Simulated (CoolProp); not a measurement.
Model: reference Helmholtz-energy equation of state, Gao 2020, in CoolProp.

### Question
Give the vapour pressure (bar), liquid density (kg/m³), liquid cp (kJ/(kg K)), surface tension (mN/m) of saturated ammonia at 334.2 K.

### Answer
```csv
T (K),p (bar),liquid density (kg/m³),liquid cp (kJ/(kg K)),surface tension (mN/m)
334.2,26.8,543,5.26,12.5
```

Surface tension comes from a separate correlation (Mulero 2012).
